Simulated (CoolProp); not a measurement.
Vapour-liquid equilibrium of R143a (1) + R236FA (2) at 232.6 K; x and y are mole fractions of (1).

Model: multi-fluid Helmholtz-energy mixture model, Lemmon and Jacobsen 2000 and Pan 2012; pair parameters Bell 2016, in CoolProp.

Question: Give the bubble pressure and the first vapour's composition at x = 0.125, 0.35, 0.65. Is there an azeotrope?

Answer: x = 0.125: 27.73 kPa, y = 0.549; x = 0.35: 54.10 kPa, y = 0.826; x = 0.65: 91.92 kPa, y = 0.945. No azeotrope shows between x = 0.05 and 0.95.

Pair parameters are fitted to limited data, so mixtures are less certain than the pure fluids.
